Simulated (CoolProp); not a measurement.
The fluid at 293.15 K and 0.202 MPa is compressed adiabatically to 1.15 MPa with isentropic efficiency 1. The same conditions are run with several fluids, on thermodynamics alone (safety and materials aside).

Computed with CoolProp (reference Helmholtz-energy equation of state of each fluid (sulfur dioxide: Gao 2016; R152A: Outcalt 1996; R407C: Lemmon 2003; C3F8 (R218): Lemmon 2006; fluoroethane (R161): Wu 2012)). Blends and air are pseudo-pure fits.

**Question.** Rank sulfur dioxide, R152A, R407C, C3F8 (R218), fluoroethane (R161) by work (kJ/kg), highest first.

**Answer.** fluoroethane (R161) (94.3), sulfur dioxide (75.9), R152A (66.2), R407C (51.5), C3F8 (R218) (21.3)

```csv
fluid,final temperature (K),final density (kg/m³)
sulfur dioxide,418.0,22.5
R152A,366.7,28.4
R407C,362.2,36.3
C3F8 (R218),330.1,98.8
fluoroethane (R161),373.2,19.5
```
